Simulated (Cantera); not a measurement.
## Equilibrium for halide evaporation, hydrolysis and transport: CuF2 + HF + H2

Feed: 1 mol CuF2, 0.037 mol HF, 230 mol H2, at 10000 Pa.

These are equilibrium values from Cantera (NASA tables, ideal gas, pure condensed phases), not measurements of a reactor. Candidate condensed phases: Cu, CuF2; 15 gas species. The numbers say what is thermodynamically allowed, not how fast it happens.

From 875 K to 1275 K the condensed part is Cu(s). From 1375 K to 1775 K the condensed part is Cu(l). From 1875 K to 1975 K nothing is condensed.

| T (K) | x H2 | x HF | x Cu | x H | x Cu2 | x CuF | n Cu(s) | n Cu(l) |
|---|---|---|---|---|---|---|---|---|
| 875 | 0.991 | 0.00882 | <1e-12 | 1.58e-10 | <1e-12 | <1e-12 | 1.00 | 0 |
| 975 | 0.991 | 0.00882 | 5.58e-11 | 3.60e-9 | <1e-12 | 6.65e-12 | 1.00 | 0 |
| 1075 | 0.991 | 0.00882 | 2.55e-9 | 4.62e-8 | <1e-12 | 1.26e-10 | 1.000 | 0 |
| 1175 | 0.991 | 0.00882 | 6.05e-8 | 3.86e-7 | 1.28e-12 | 1.43e-9 | 1.000 | 0 |
| 1275 | 0.991 | 0.00882 | 8.66e-7 | 2.32e-6 | 5.54e-11 | 1.11e-8 | 1.000 | 0 |
| 1375 | 0.991 | 0.00882 | 8.23e-6 | 1.08e-5 | 1.33e-9 | 6.23e-8 | 0 | 0.998 |
| 1475 | 0.991 | 0.00882 | 5.36e-5 | 4.08e-5 | 1.78e-8 | 2.58e-7 | 0 | 0.988 |
| 1575 | 0.991 | 0.00881 | 0.000273 | 0.000131 | 1.70e-7 | 8.85e-7 | 0 | 0.937 |
| 1675 | 0.990 | 0.00880 | 0.00114 | 0.000365 | 1.22e-6 | 2.61e-6 | 0 | 0.735 |
| 1775 | 0.986 | 0.00877 | 0.00404 | 0.000909 | 6.94e-6 | 6.77e-6 | 0 | 0.0579 |
| 1875 | 0.985 | 0.00876 | 0.00429 | 0.00206 | 3.87e-6 | 5.47e-6 | 0 | 0 |
| 1975 | 0.983 | 0.00876 | 0.00429 | 0.00429 | 2.05e-6 | 4.27e-6 | 0 | 0 |
x: gas mole fraction; n: condensed amount in mol.
